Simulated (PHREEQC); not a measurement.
## Alkaline etch or developer: an equilibrium model

Solution (20 °C): 0.22 mol TMAH and 0.074 mol NaAlO2 per kg of water. Closed to the air; pH follows from the charge balance.

Equilibrium calculation in PHREEQC: ion-association model, phreeqc.dat.

Each row changes one thing in this solution. This is a speciation only: nothing precipitates in the calculation.

```csv
case,pH,ionic strength (mol/kgw),Al(OH)3 (mol/kgw),SI of Gibbsite (Al(OH)3)
as made,13.34,0.294,1.26e-9,+0.18
NaAlO2 from 0.074 to 0.0814 mol/kgw,13.34,(withheld),(withheld),+0.22
temperature from 20 to 25 °C,13.17,0.294,1.76e-9,+0.10
temperature from 20 to 40 °C,12.71,0.294,3.90e-9,(withheld)
TMAH replaced by (CH3)4NCl at the same molality,9.22,0.294,(withheld),+4.30
diluted 5-fold with water,12.71,0.0588,1.30e-9,+0.17
TMAH left out,9.29,0.0740,(withheld),+4.28
0.067 mol/kgw NaHCO3 added,13.17,0.388,1.79e-9,+0.34
```

Question: Complete the blanks.

Answer: 
- NaAlO2 from 0.074 to 0.0814 mol/kgw, ionic strength (mol/kgw): 0.301
- NaAlO2 from 0.074 to 0.0814 mol/kgw, Al(OH)3 (mol/kgw): 1.39e-9
- temperature from 20 to 40 °C, SI of Gibbsite (Al(OH)3): -0.11
- TMAH replaced by (CH3)4NCl at the same molality, Al(OH)3 (mol/kgw): 1.65e-5
- TMAH left out, Al(OH)3 (mol/kgw): 1.68e-5

Some of these states are supersaturated (in Gibbsite (slow to form), Al(OH)3(a), for instance). (CH3)4N+ isn't in the database: it is added as a free cation with an ion size of 4 Å. At this temperature some constants are extrapolated from 25 °C, and those without enthalpy data are left unchanged.
